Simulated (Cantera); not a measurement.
A Cantera script and what it prints.

```python
import numpy as np
import cantera as ct

gas_names = """
    Cu CuO Cu2 H HNO HNO2 HNO3 HO2 H2 H2O H2O2 N NH NH2 NH3 NH2OH NO NO2 NO3 N2 N2H2 N2H4 N2O O OH O2 O3
""".split()
cond_names = """
    Cu(cr) Cu(L) CuO(s) CuO2H2(s) Cu2O(s) Cu2O(L) H2O(s) H2O(L)
""".split()


# ... load() reads the species with a 1 bar reference pressure and builds the phases ...
atoms = {
    'Cu2O': {'Cu': 2, 'O': 1},
    'H2': {'H': 2},
    'N2': {'N': 2},
}
top_T = {'CuO(s)': 1390}  # K; cautious upper limits of use, not melting points


# ... equilibrate(T, P, feed) seeds the gas with the atoms and calls Mixture.equilibrate('TP', solver="vcs", rtol=1e-11, max_steps=5000) ...
results = []
feed = {'Cu2O': 1, 'H2': 62, 'N2': 29}  # mol
T = 1675  # K
P = 140  # Pa
mix = equilibrate(T, P, feed)
results.append((T, P, feed, dict(zip(mix.species_names, mix.species_moles))))
print(gas.report(threshold=1e-06))
for i in range(1, mix.n_phases):
    print(f"{mix.phase(i).name:16s} {mix.phase_moles(i):12.5e} mol")
```

Output:

```
       temperature   1675 K
          pressure   140 Pa
           density   0.00011665 kg/m^3
  mean mol. weight   11.604 kg/kmol
   phase of matter   gas

                          1 kg             1 kmol
                     ---------------   ---------------
          enthalpy        4.1237e+06         4.785e+07  J
   internal energy        2.9235e+06        3.3923e+07  J
           entropy             22795        2.6451e+05  J/K
    Gibbs function       -3.4058e+07        -3.952e+08  J
 heat capacity c_p              2897             33616  J/K
 heat capacity c_v            2180.5             25301  J/K

                      mass frac. Y      mole frac. X     chem. pot. / RT
                     ---------------   ---------------   ---------------
                Cu           0.11756          0.021466           -8.4422
               Cu2         6.609e-05        6.0341e-06           -16.884
                 H        0.00021797         0.0025092           -12.963
                H2            0.1136           0.65384           -25.926
               H2O           0.01667          0.010737            -55.19
                N2           0.75189           0.31144           -34.096
                OH        2.9211e-06         1.993e-06           -42.227
     [  +20 minor]        1.0143e-07        4.7745e-08

Cu(L)             0.00000e+00 mol
Cu2O(L)           0.00000e+00 mol
```

Cantera equilibrium calculation (NASA polynomials, part measured and part estimated; ideal gas, pure solids and liquids).
